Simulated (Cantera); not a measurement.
**Premixed flame**

A freely propagating, adiabatic, planar premixed flame of CH4 : C2H6 : O2 : N2 = 1 : 0.051 : 1.82 : 7.81 (molar parts), equivalence ratio 1.2, unburnt at 498 K and 760 Torr; mixture-averaged transport, grid criteria slope 0.08 and curve 0.16, no radiation.

Computed with Cantera and GRI-Mech 3.0 (53 species, 325 reactions). Burning velocities carry a grid error of a few per cent, more on coarse grids.

| z (mm) | T (K) | u (m/s) | x CH4 | x C2H6 | x O2 | x NO2 | x C2H | x C2H2 |
|---|---|---|---|---|---|---|---|---|
| -1.28 | 498 | 0.661 | 0.0934 | 0.00477 | 0.170 | <1e-8 | <1e-8 | <1e-8 |
| -0.851 | 502 | 0.667 | 0.0929 | 0.00475 | 0.169 | <1e-8 | <1e-8 | 1.80e-7 |
| -0.639 | 514 | 0.686 | 0.0918 | 0.00473 | 0.168 | 3.97e-8 | <1e-8 | 1.13e-6 |
| -0.426 | 602 | 0.811 | 0.0859 | 0.00461 | 0.161 | 2.75e-7 | <1e-8 | 1.26e-5 |
| -0.213 | 1038 | 1.42 | 0.0589 | 0.00374 | 0.124 | 2.45e-7 | <1e-8 | 0.000127 |
| -0.106 | 1432 | 1.99 | 0.0323 | 0.00197 | 0.0839 | 6.15e-8 | 1.48e-8 | 0.000318 |
| 0 | 1784 | 2.49 | 0.00822 | 0.000167 | 0.0401 | <1e-8 | 5.13e-7 | 0.000523 |
| 0.106 | 1936 | 2.71 | 0.000742 | 1.20e-6 | 0.0154 | <1e-8 | 5.81e-7 | 0.000160 |
| 0.213 | 1975 | 2.75 | 3.65e-5 | <1e-8 | 0.00701 | <1e-8 | 6.99e-8 | 1.32e-5 |
| 0.426 | 2005 | 2.78 | 9.33e-8 | <1e-8 | 0.00357 | <1e-8 | <1e-8 | 6.35e-8 |
| 0.851 | 2039 | 2.82 | <1e-8 | <1e-8 | 0.00243 | <1e-8 | <1e-8 | <1e-8 |
| 1.70 | 2078 | 2.87 | <1e-8 | <1e-8 | 0.00152 | <1e-8 | <1e-8 | <1e-8 |
| 3.41 | 2112 | 2.91 | <1e-8 | <1e-8 | 0.000759 | <1e-8 | <1e-8 | <1e-8 |
x: mole fraction of selected species; z is measured from the peak of heat release.

```
Item                          Value
------------------------  ---------
laminar burning velocity  65.9 cm/s
thermal thickness          0.426 mm
peak x(C2H)                 8.21e-7
peak x(C2H2)               0.000529
grid points                     152
```
